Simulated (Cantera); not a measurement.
A freely propagating, adiabatic, planar premixed flame of CH₄ : O₂ : N₂ = 1 : 2.22 : 8.36 (molar parts), equivalence ratio 0.90, unburnt at 300 K and 0.395 atm; mixture-averaged transport, grid criteria slope 0.08 and curve 0.16, no radiation.

Model: GRI-Mech 3.0 (53 species, 325 reactions), integrated in Cantera. Burning velocities carry a grid error of a few per cent, more on coarse grids.

Task: What does this change do: CH4 1 to 0.78 parts?

Result: 
| quantity | before | after |
|---|---|---|
| laminar burning velocity | 45.7 cm/s | 28.7 cm/s |
| thermal thickness | 0.957 mm | 1.25 mm |
| peak x(CH₃) | 0.00175 | 0.000782 |
| peak x(C₂H₂) | 3.94e-5 | 6.34e-6 |
| peak x(CO) | 0.0431 | 0.0279 |
